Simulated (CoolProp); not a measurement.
The numbers come from the reference Helmholtz-energy equation of state, Smukala 2000 in CoolProp.

Give the vapour pressure (kPa), liquid density (kg/m³), vapour density (kg/m³), liquid cp (kJ/(kg K)) of saturated ethylene at 128.4, 144.8 K.


```
T (K)  p (kPa)  liquid density (kg/m³)  vapour density (kg/m³)  liquid cp (kJ/(kg K))
-----  -------  ----------------------  ----------------------  ---------------------
128.4     3.72                     623                  0.0980                   2.42
144.8     18.0                     602                   0.424                   2.41
```
